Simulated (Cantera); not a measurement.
Charge: 1 mol C3H6, 0.51 mol CO2, at 1075 °C and 7200000 Pa.

Cantera equilibrium calculation (NASA polynomials, part measured and part estimated; ideal gas, pure solids and liquids). The ideal-gas law is rough above about 30 bar. The numbers say what is thermodynamically allowed, not how fast it happens.

```json
[
 {"species": "H2", "before": "0.570", "after": "0.686"},
 {"species": "CH4", "before": "0.136", "after": "0.198"},
 {"species": "CO", "before": "0.228", "after": "0.0890"},
 {"species": "CO2", "before": "0.0112", "after": "0.00170"},
 {"species": "H2O", "before": "0.0546", "after": "0.0256"},
 {"species": "C2H6", "before": "5.68e-5", "after": "9.91e-5"},
 {"species": "C2H4", "before": "4.36e-5", "after": "6.31e-5"},
 {"species": "C(graphite), mol", "before": "2.25", "after": "2.38"}
]
```
Gas species are given as mole fractions.

Question: Name the change that produced these shifts.
A) pressure from 7200000 Pa to 1330 Pa
B) CO2 from 0.51 to 0.16 mol
C) C3H6 replaced by acetone
D) temperature from 1075 °C to 2550 °C

Answer: B, CO2 from 0.51 to 0.16 mol
